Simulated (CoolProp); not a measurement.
R1234ze(Z) at several states: fugacity coefficient from the reference equation and from simpler models built on Tc = 150.1 °C, pc = 3.531 MPa, ω = 0.327; each cubic takes its own stable root.

Values from CoolProp's reference Helmholtz-energy equation of state, Akasaka 2019.

```tsv
T (°C)	p (MPa)	phase	reference	van der Waals	Redlich-Kwong	Soave-Redlich-Kwong	Peng-Robinson
21.85	1.67	liquid	0.09436	0.3839	0.1756	0.09709	0.09595
119.05	0.0264	gas	0.9963	0.9973	0.9968	0.9967	0.9964
93.35	0.0378	gas	0.9932	0.9955	0.9945	0.9941	0.9936
122.75	0.521	gas	0.9303	0.9487	0.9397	0.9374	0.9318
49.95	0.0103	gas	0.9971	0.9984	0.9979	0.9976	0.9975
117.25	10.7	liquid	0.1816	0.2892	0.2271	0.2062	0.1917
```
